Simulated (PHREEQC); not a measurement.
# Alkaline etch or developer

A solution holds 0.0037 mol/kgw TMAH and 0.0013 mol/kgw CO2, at 20 °C. Closed to the air; pH follows from the charge balance.

Computed with PHREEQC (ion-association model, phreeqc.dat).

No solid was allowed to form.

Problem. Estimate the pH, ionic strength.

Solution. pH 11.22; ionic strength 0.00487 mol/kgw.

Problem. In which forms is C present?

Solution. CO3-2 90 %, HCO3- 10 % of the C.

(CH3)4N+ isn't in the database: it is added as a free cation with an ion size of 4 Å.
